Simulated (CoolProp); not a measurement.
Vapour-liquid equilibrium of n-octane (1) + o-xylene (2) at 0.0333 MPa; x and y are mole fractions of (1).

Values from CoolProp's multi-fluid Helmholtz-energy mixture model, Beckmüller 2019 and Zhou 2012; pair parameters Bell 2016.

Task: Give the bubble temperature and the first vapour's composition at x = 0.275, 0.5, 0.95. Is there an azeotrope?

Result: x = 0.275: 100.4 °C, y = 0.408; x = 0.5: 96.4 °C, y = 0.636; x = 0.95: 90.4 °C, y = 0.969. No azeotrope shows between x = 0.05 and 0.95.

The pair parameters rest on a limited set of measurements; away from them the model extrapolates.
